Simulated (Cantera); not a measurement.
A perfectly stirred reactor is fed with CH4 : C2H6 : C3H8 : O2 : N2 = 0.67 : 0.035 : 0.14 : 3.14 : 11.8 (molar parts), at 1.90 bar; it is adiabatic with a 450 K inlet, and is followed from long to short residence time, starting on the burning branch (τ in s: 0.45, 0.17, 0.063, 0.024, 0.0088, 0.0033, 0.0012, 0.00047, 0.00017, 6.5e-05).

Computed with Cantera and GRI-Mech 3.0 (53 species, 325 reactions). GRI-Mech 3.0 was tuned for natural gas; its chemistry of propane as a main component is partial and can be far from experiment.

**Question.** Predict: blow-out, bracketed by the residence times tried; x(CH4) at τ = 0.450 s; x(C2H6) at τ = 0.450 s; x(C3H8) at τ = 0.450 s; x(H) at τ = 0.450 s; x(NO) at τ = 0.450 s; x(CH4) at τ = 3.30 ms; x(C2H6) at τ = 3.30 ms; x(C3H8) at τ = 3.30 ms; x(H) at τ = 3.30 ms; x(NO) at τ = 3.30 ms.

**Answer.** 
```json
{
 "blow_out_bracketed_by_the_residence_times_tried": "burning at 0.170 ms, out at 65.0 µs",
 "x(CH4) at τ = 0.450 s": "8.81e-7",
 "x(C2H6) at τ = 0.450 s": "7.38e-9",
 "x(C3H8) at τ = 0.450 s": "2.75e-8",
 "x(H) at τ = 0.450 s": "9.22e-6",
 "x(NO) at τ = 0.450 s": "0.000297",
 "x(CH4) at τ = 3.30 ms": "3.27e-5",
 "x(C2H6) at τ = 3.30 ms": "4.13e-7",
 "x(C3H8) at τ = 3.30 ms": "1.64e-6",
 "x(H) at τ = 3.30 ms": "0.000244",
 "x(NO) at τ = 3.30 ms": "3.24e-5"
}
```
